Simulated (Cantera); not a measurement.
A perfectly stirred reactor is fed with 31.6 % H₂, 14.4 % O₂, 54.0 % N₂, equivalence ratio 1.1, at 760 Torr; it is adiabatic with a 550 K inlet, and is followed from long to short residence time, starting on the burning branch (τ in s: 0.14, 0.048, 0.017, 0.0061, 0.0022, 0.00077, 0.00027, 9.8e-05, 3.5e-05).

Model: the H2/O2 subset of GRI-Mech 3.0, which has no nitrogen chemistry, integrated in Cantera.

One state of this run: T (K) = 2503; x H₂ = 0.0426; x O₂ = 0.00346; x HO₂ = 1.32e-6; x H = 0.00691; x H₂O₂ = 1.39e-7; x O = 0.00112; x H₂O = 0.313. x: mole fraction; the columns are a selection and need not sum to one.

Problem. Which value of τ (s) does it belong to?
A. 0.00077
B. 0.017
C. 0.14
D. 0.00027

Solution. B, 0.017
